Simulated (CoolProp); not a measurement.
200 sccm (0 °C, 1 atm) of nitrogen bubbles through liquid water at 281.3 K and leaves saturated at a total pressure of 0.0059 MPa (ideal gas phase). Each further row changes one setting.

Values from CoolProp's reference Helmholtz-energy equation of state, Wagner 2002.

| case | vapour pressure (kPa) | mole fraction of vapour | delivery (mg/min) | delivery (sccm) | change of delivery for a bath 1 K warmer (%) |
|---|---|---|---|---|---|
| as stated | 1.08 | 0.184 | 36.2 | 45.0 | 8.7 |
| bath temperature 286.3 K | 1.51 | 0.256 | 55.4 | 69.0 | 9.3 |
| total pressure 0.0118 MPa | 1.08 | 0.0919 | 16.3 | 20.2 | 7.8 |
